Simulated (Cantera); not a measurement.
Input (Python, Cantera):

```python
import numpy as np
import cantera as ct

gas = ct.Solution("gri30.yaml")
gas.TPX = 1225, 100000, {'N2O': 1, 'O2': 2}
reactor = ct.IdealGasConstPressureReactor(gas, energy="off", clone=False)
net = ct.ReactorNet([reactor])
net.rtol, net.atol = 1e-08, 1e-18
show = ['N2O', 'O2', 'NO2', 'N2', 'NO', 'O']
times = np.geomspace(3e-05, 10, 15)

steps = ct.SolutionArray(gas, extra=["t"])
rows = []
print(f"{'t/s':>10s}{'T/K':>9s}{'P/Pa':>11s}" + "".join(f"{s:>11s}" for s in show))
for t in times:
    while net.time < t:
        t_next = net.step()
        steps.append(gas.state, t=t_next)
    rows.append([np.interp(t, steps.t, y) for y in (steps.T, steps.P, *steps(*show).X.T)])
    print(f"{t:10.3e}{rows[-1][0]:9.1f}{rows[-1][1]:11.4g}" + "".join(f"{x:11.3e}" for x in rows[-1][2:]))
rate = np.gradient(steps.T, steps.t)
print("integrator steps:", len(steps.t))
if steps.T.max() > steps.T[0] + 200:
    print(f"time of steepest temperature rise: {steps.t[rate.argmax()]:.4e} s")
gas.TPX = 1225, 100000, {'N2O': 1, 'O2': 2}
gas.equilibrate("TP")
print(f"equilibrium (TP): T = {gas.T:.1f} K  " + "  ".join(f"{s} {gas[s].X[0]:.3e}" for s in show))
```

Output:

```
       t/s      T/K       P/Pa        N2O         O2        NO2         N2         NO          O
 3.000e-05   1225.0      1e+05  3.333e-01  6.667e-01  5.617e-12  6.847e-06  5.777e-07  2.123e-06
 7.441e-05   1225.0      1e+05  3.333e-01  6.667e-01  7.119e-11  1.943e-05  2.070e-06  2.501e-06
 1.845e-04   1225.0      1e+05  3.333e-01  6.667e-01  5.908e-10  5.143e-05  5.979e-06  2.528e-06
 4.577e-04   1225.0      1e+05  3.332e-01  6.667e-01  4.030e-09  1.308e-04  1.569e-05  2.527e-06
 1.135e-03   1225.0      1e+05  3.329e-01  6.667e-01  2.539e-08  3.277e-04  3.973e-05  2.527e-06
 2.816e-03   1225.0      1e+05  3.323e-01  6.668e-01  1.491e-07  8.151e-04  9.919e-05  2.526e-06
 6.983e-03   1225.0      1e+05  3.308e-01  6.669e-01  8.006e-07  2.019e-03  2.456e-04  2.522e-06
 1.732e-02   1225.0      1e+05  3.272e-01  6.672e-01  3.628e-06  4.975e-03  6.033e-04  2.510e-06
 4.296e-02   1225.0      1e+05  3.183e-01  6.681e-01  1.265e-05  1.212e-02  1.462e-03  2.478e-06
 1.065e-01   1225.0      1e+05  2.978e-01  6.700e-01  3.456e-05  2.873e-02  3.433e-03  2.398e-06
 2.643e-01   1225.0      1e+05  2.541e-01  6.742e-01  8.012e-05  6.415e-02  7.505e-03  2.213e-06
 6.554e-01   1225.0      1e+05  1.773e-01  6.818e-01  1.554e-04  1.266e-01  1.414e-02  1.821e-06
 1.626e+00   1225.0      1e+05  8.365e-02  6.918e-01  2.361e-04  2.035e-01  2.082e-02  1.144e-06
 4.032e+00   1225.0      1e+05  1.963e-02  6.996e-01  2.979e-04  2.571e-01  2.345e-02  3.817e-07
 1.000e+01   1225.0      1e+05  1.046e-03  7.021e-01  5.227e-04  2.730e-01  2.334e-02  5.328e-08
integrator steps: 768
equilibrium (TP): T = 1225.0 K  N2O 1.093e-08  O2 7.141e-01  NO2 7.267e-06  N2 2.856e-01  NO 2.632e-04  O 3.579e-08
```

Cantera simulation using GRI-Mech 3.0 (53 species, 325 reactions); the numbers are that mechanism's predictions, not measurements. GRI-Mech 3.0 was tuned for natural gas; its chemistry of N2O as a main component is partial and can be far from experiment. The mechanism lacks the step 2 NO + O2 → 2 NO2, which can matter for NO2 below about 1400 K. The temperature is held fixed by assumption; the heat of reaction is taken as removed at once.
